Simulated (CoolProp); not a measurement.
A Linde-Hampson liquefier for CF4 (R14): isothermal reversible compression at 320 K from 1 atm to 5 MPa, throttling to 1 atm, return gas leaving the recuperator 0 K below the feed. Each further row changes one setting.

The numbers come from the reference Helmholtz-energy equation of state, Platzer 1990 in CoolProp. This equation is an older, rougher fit; its heat capacities, sound speeds and derivatives of the liquid may be far off and weren't checked against measurements.

```csv
case,liquid yield per pass,compression work (kJ/kg of gas)
as stated,___,114
high pressure 10 MPa,___,___
warm-end temperature 350 K,0.054,___
warm-end gap 5 K,___,114
```

Q: Fill in the missing entries.

A: 
- as stated, liquid yield per pass: 0.072
- high pressure 10 MPa, liquid yield per pass: 0.145
- high pressure 10 MPa, compression work (kJ/kg of gas): 131
- warm-end temperature 350 K, compression work (kJ/kg of gas): 126
- warm-end gap 5 K, liquid yield per pass: 0.058
